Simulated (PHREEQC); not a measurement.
A solution holds 0.018 mol/kgw HBF4, at 25 °C. Closed to the air; pH follows from the charge balance.

Computed with PHREEQC (ion-association model, phreeqc.dat).

This is a speciation only: nothing precipitates in the calculation.

Question: What pH, ionic strength does the model give?

Answer: pH 1.82; ionic strength 0.0167 mol/kgw.

Question: In which forms is B present?

Answer: BF4- 86 %, H3BO3 9.5 %, BF3OH- 4.2 %, BF2(OH)2- 0.8 % of the B.

Species that the database lacks are ignored. Real BF4- forms and hydrolyses slowly; the run takes it at equilibrium.
